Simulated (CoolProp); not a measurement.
Properties of tetradecamethylhexasiloxane (MD4M) along the isobar 42.1 bar (Tc = 380.0 °C, pc = 8.286 bar, ω = 0.800).

Computed with CoolProp (reference Helmholtz-energy equation of state, Thol 2019).

| T (°C) | phase | Z | cp (kJ/(kg K)) |
|---|---|---|---|
| 125.45 | liquid | 0.7302 | 1.927 |
| 138.05 | liquid | 0.7184 | 1.951 |
| 150.65 | liquid | 0.7078 | 1.975 |
| 163.35 | liquid | 0.6980 | 1.999 |
| 175.95 | liquid | 0.6893 | 2.022 |
| 188.55 | liquid | 0.6815 | 2.045 |
| 201.15 | liquid | 0.6745 | 2.067 |
| 213.75 | liquid | 0.6684 | 2.089 |
| 226.35 | liquid | 0.6631 | 2.111 |
| 239.05 | liquid | 0.6585 | 2.132 |
| 251.65 | liquid | 0.6548 | 2.153 |
